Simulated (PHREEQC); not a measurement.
A solution holds 0.018 mol K2CO3, 0.0028 mol K2SO4 and 0.013 mol KBr per kg of water, at 25 °C. Closed to the air; pH follows from the charge balance.

All values are PHREEQC results (Pitzer model, pitzer.dat), not measurements.

Task: The ionic strength comes out as 0.0739 mol/kgw. What activity coefficients do HCO3-, Br-, OH-, SO4-2, K+ get?

Result: HCO3- 0.79, Br- 0.79, OH- 0.80, SO4-2 0.38, K+ 0.78. Single-ion values are on the MacInnes scale.

No solid was allowed to form. Complexes and solids missing from the database can't appear.
